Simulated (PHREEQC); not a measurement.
Make-up at 25 °C: 0.055 mol CdCl2, 0.14 mol NaCl and 0.0014 mol HCl per kg of water. It is in equilibrium with CO2 at log p = 0 (atm). Otherwise closed; pH follows from the charge balance.

The numbers come from PHREEQC with the ion-association model, phreeqc.dat.

Precipitation was switched off in this run.

Q: Predict the pH, ionic strength, activity of water.

A: pH 2.94; ionic strength 0.194 mol/kgw; activity of water 0.993.

Q: In which forms is Cl present?

A: Cl- 74 %, CdCl+ 13 %, CdCl2 11 %, CdCl3- 1.9 % of the Cl.

Species that the database lacks are ignored.
